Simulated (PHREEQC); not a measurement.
# Metal-bearing waste water: speciation

A solution holds 0.11 mol ZnSO4, 0.02 mol H3AsO4 and 0.0001 mol Na2SO4 per kg of water, at 20 °C. Closed to the air; pH follows from the charge balance.

The numbers come from PHREEQC with the ion-association model, wateq4f.dat.

Each row changes one thing in this solution. No solid was allowed to form.

```
case                                             pH  ionic strength (mol/kgw)  Zn+2 (mol/kgw)  ZnSO4 (mol/kgw)  SO4-2 (mol/kgw)  Zn(SO4)2-2 (mol/kgw)  SI of Goslarite (ZnSO4:7H2O)  SI of Zincite(c) (ZnO)
---------------------------------------------  ----  ------------------------  --------------  ---------------  ---------------  --------------------  ----------------------------  ----------------------
as made                                        2.32                     0.226          0.0564           0.0409           0.0377                0.0127                         -1.73                   -8.52
temperature from 20 to 65 °C                   2.56                     0.216          0.0554           0.0448           0.0360               0.00986                         -2.15                   -5.91
temperature from 20 to 30 °C                   2.36                     0.223          0.0559           0.0421           0.0372                0.0120                         -1.83                   -7.90
diluted 2-fold with water                      2.50                     0.122          0.0303           0.0206           0.0232               0.00412                         -2.03                   -8.36
Na2SO4 replaced by CaSO4 at the same molality  2.32                     0.226          0.0565           0.0409           0.0377                0.0127                         -1.73                   -8.52
ZnSO4 from 0.11 to 0.22 mol/kgw                2.37                     0.419           0.105           0.0792           0.0623                0.0355                         -1.43                   -8.22
Na2SO4 replaced by NiSO4 at the same molality  2.32                     0.226          0.0565           0.0409           0.0377                0.0127                         -1.73                   -8.52
```

Away from 25 °C the constants follow the database's enthalpies or fits; those with neither stay at their 25 °C values. The database has no arsenate complexes of Zn.
